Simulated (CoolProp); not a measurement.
Computed with CoolProp (reference Helmholtz-energy equation of state, Thol 2015).

Question: For octamethylcyclotetrasiloxane (D4), give the phase and the density (kg/m³), speed of sound (m/s) at 431.9 K and 0.523 MPa; 577.7 K and 1.05 MPa; 296 K and 0.0445 MPa.

Answer: 
- 431.9 K and 0.523 MPa: liquid; density 791, speed of sound 516
- 577.7 K and 1.05 MPa: gas; density 111, speed of sound 70.5
- 296 K and 0.0445 MPa: liquid; density 953, speed of sound 923
